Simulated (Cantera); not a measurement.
N2O furnace oxynitridation

An isothermal, constant-pressure homogeneous reactor starts with 51.7 % N₂O, 1.29 % H₂, 47.0 % N₂, at 1500 K and 0.0168 atm.

Computed with Cantera and GRI-Mech 3.0 (53 species, 325 reactions). GRI-Mech 3.0 was tuned for natural gas; its chemistry of N2O as a main component is partial and can be far from experiment. Radical loss at walls, strong at low pressure, is not modelled. The temperature is held fixed by assumption; the heat of reaction is taken as removed at once.

| t (s) | x N₂O | x H₂ | x O | x H₂O | x NO₂ | x H | x NO |
|---|---|---|---|---|---|---|---|
| 4.00e-6 | 0.517 | 0.0129 | 1.00e-6 | 6.62e-11 | <1e-12 | 5.98e-9 | 3.52e-9 |
| 2.22e-5 | 0.517 | 0.0129 | 5.24e-6 | 1.24e-8 | <1e-12 | 1.41e-7 | 1.07e-7 |
| 0.000123 | 0.517 | 0.0129 | 2.14e-5 | 2.26e-6 | <1e-12 | 1.93e-6 | 2.91e-6 |
| 0.000684 | 0.516 | 0.0126 | 3.76e-5 | 0.000206 | 7.16e-9 | 1.53e-5 | 5.18e-5 |
| 0.00380 | 0.510 | 0.00821 | 4.91e-5 | 0.00448 | 2.68e-6 | 3.08e-5 | 0.000549 |
| 0.0211 | 0.491 | 0.000561 | 6.76e-5 | 0.0122 | 6.16e-5 | 1.78e-6 | 0.00260 |
| 0.117 | 0.434 | 9.10e-7 | 6.75e-5 | 0.0125 | 0.000236 | 3.09e-7 | 0.0124 |
| 0.649 | 0.230 | 9.70e-7 | 6.45e-5 | 0.0114 | 0.000176 | 4.42e-7 | 0.0474 |
| 3.60 | 0.0106 | 1.52e-6 | 5.35e-5 | 0.0103 | 2.59e-5 | 6.95e-7 | 0.0827 |
| 20.0 | 1.95e-6 | 3.79e-7 | 1.26e-5 | 0.0103 | 5.06e-5 | 8.44e-8 | 0.0839 |
x: mole fraction; the columns are a selection and need not sum to one.

Equilibrium at this temperature and pressure: N₂O 9.61e-9, H₂ 3.35e-7, O 1.40e-5, H₂O 0.0103, NO₂ 8.18e-7, H 7.87e-8, NO 0.00120 (gas phase only).
